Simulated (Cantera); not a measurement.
Mixture: C₃H₈ : O₂ : N₂ : CO₂ = 1 : 4.55 : 17.1 : 3.3 (molar parts), equivalence ratio 1.1, at 5180 Torr, adiabatic and at constant pressure. Ignition delay is the time to a rise of 400 K.

Detailed kinetics in Cantera: GRI-Mech 3.0 (53 species, 325 reactions). GRI-Mech 3.0 was tuned for natural gas; its chemistry of propane as a main component is partial and can be far from experiment.

What does this change do: O2 4.55 to 6.4 parts?


```csv
quantity,before,after
delay at 1125 K,10.4 ms,7.78 ms
delay at 1225 K,1.57 ms,1.22 ms
delay at 1325 K,0.287 ms,0.227 ms
delay at 1425 K,69.4 µs,55.3 µs
delay at 1525 K,22.5 µs,18.0 µs
apparent activation energy between 1475 and 1575 K,190 kJ/mol,190 kJ/mol
```

What does this change do: CO2 3.3 to 6.5 parts?


```json
[
 {"quantity": "delay at 1125 K", "before": "10.4 ms", "after": "11.5 ms"},
 {"quantity": "delay at 1225 K", "before": "1.57 ms", "after": "1.73 ms"},
 {"quantity": "delay at 1325 K", "before": "0.287 ms", "after": "0.319 ms"},
 {"quantity": "delay at 1425 K", "before": "69.4 µs", "after": "77.9 µs"},
 {"quantity": "delay at 1525 K", "before": "22.5 µs", "after": "25.4 µs"},
 {"quantity": "apparent activation energy between 1475 and 1575 K", "before": "190 kJ/mol", "after": "190 kJ/mol"}
]
```

What does this change do: CO2 3.3 to 6.4 parts?


| quantity | before | after |
|---|---|---|
| delay at 1125 K | 10.4 ms | 11.5 ms |
| delay at 1225 K | 1.57 ms | 1.73 ms |
| delay at 1325 K | 0.287 ms | 0.318 ms |
| delay at 1425 K | 69.4 µs | 77.6 µs |
| delay at 1525 K | 22.5 µs | 25.3 µs |
| apparent activation energy between 1475 and 1575 K | 190 kJ/mol | 190 kJ/mol |
